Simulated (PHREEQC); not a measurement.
Consider water at 25 °C with 32 mmol/kgw H2SO4, 16 mmol/kgw MgSO4 and 7.5 mmol/kgw KBr. Closed to the air; pH follows from the charge balance.

Equilibrium calculation in PHREEQC: ion-association model, phreeqc.dat.

This is a speciation only: nothing precipitates in the calculation.

Q: Predict the pH.

A: pH 1.49.

Q: In which forms is S present?

A: HSO4- 52 %, SO4-2 34 %, MgSO4 13 %, KSO4- 0.6 % of the S.

Complexes and solids missing from the database can't appear.
